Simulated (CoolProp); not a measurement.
Vapour-liquid equilibrium of n-butane (1) + benzene (2) at 110.25 °C; x and y are mole fractions of (1).

The numbers come from the multi-fluid Helmholtz-energy mixture model, Bücker 2006 and Thol 2012; pair parameters Bell 2016 in CoolProp.

| x | bubble pressure, mixture model (kPa) | bubble pressure, Raoult's law (kPa) | y, mixture model | y, Raoult's law |
|---|---|---|---|---|
| 0.05 | 322.8 | 316.7 | 0.288 | 0.293 |
| 0.2 | 588.5 | 559.5 | 0.645 | 0.663 |
| 0.35 | 843.7 | 802.2 | 0.779 | 0.809 |
| 0.5 | 1078 | 1045 | 0.851 | 0.887 |
| 0.65 | 1296 | 1288 | 0.899 | 0.936 |
| 0.8 | 1514 | 1530 | 0.940 | 0.969 |
| 0.95 | 1760 | 1773 | 0.983 | 0.993 |

The largest gap from Raoult's law is +5.2 % in bubble pressure, at x = 0.2. No azeotrope shows between x = 0.05 and 0.95.

The pair parameters rest on a limited set of measurements; away from them the model extrapolates. The gap from Raoult's law changes sign with composition, which may be real or a fault of the pair parameters; it wasn't checked against measurements.
